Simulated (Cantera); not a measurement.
An adiabatic, constant-volume homogeneous reactor starts with C3H8 : O2 : N2 = 1 : 2.27 : 13 (molar parts), equivalence ratio 2.2, at 1450 K and 5.00 bar. Integrator tolerance rtol = 1e-08.

Cantera simulation using GRI-Mech 3.0 (53 species, 325 reactions); the numbers are that mechanism's predictions, not measurements. GRI-Mech 3.0 was tuned for natural gas; its chemistry of propane as a main component is partial and can be far from experiment.

What does this change do: pressure from 5.00 bar to 3.20 bar?


```csv
quantity,before,after
time of steepest temperature rise,68.1 µs,88.6 µs
temperature at 0.300 s,2553 K,2546 K
equilibrium temperature,2553 K,2546 K
x(C3H8) at 0.300 s,<1e-12 (gas-phase equilibrium <1e-12),<1e-12 (gas-phase equilibrium <1e-12)
x(O2) at 0.300 s,1.34e-6 (gas-phase equilibrium 1.34e-6),1.97e-6 (gas-phase equilibrium 1.97e-6)
x(CH2O) at 0.300 s,7.97e-8 (gas-phase equilibrium 7.97e-8),5.07e-8 (gas-phase equilibrium 5.07e-8)
x(CO2) at 0.300 s,0.0109 (gas-phase equilibrium 0.0109),0.0109 (gas-phase equilibrium 0.0109)
x(CO) at 0.300 s,0.139 (gas-phase equilibrium 0.139),0.139 (gas-phase equilibrium 0.139)
x(OH) at 0.300 s,0.000382 (gas-phase equilibrium 0.000382),0.000461 (gas-phase equilibrium 0.000461)
```

What does this change do: 0.73 parts H2 added?


```tsv
quantity	before	after
time of steepest temperature rise	68.1 µs	59.9 µs
temperature at 0.300 s	2553 K	2518 K
equilibrium temperature	2553 K	2518 K
x(C3H8) at 0.300 s	<1e-12 (gas-phase equilibrium <1e-12)	<1e-12 (gas-phase equilibrium <1e-12)
x(O2) at 0.300 s	1.34e-6 (gas-phase equilibrium 1.34e-6)	6.59e-7 (gas-phase equilibrium 6.59e-7)
x(CH2O) at 0.300 s	7.97e-8 (gas-phase equilibrium 7.97e-8)	9.27e-8 (gas-phase equilibrium 9.27e-8)
x(CO2) at 0.300 s	0.0109 (gas-phase equilibrium 0.0109)	0.00879 (gas-phase equilibrium 0.00879)
x(CO) at 0.300 s	0.139 (gas-phase equilibrium 0.139)	0.136 (gas-phase equilibrium 0.136)
x(OH) at 0.300 s	0.000382 (gas-phase equilibrium 0.000382)	0.000289 (gas-phase equilibrium 0.000289)
```
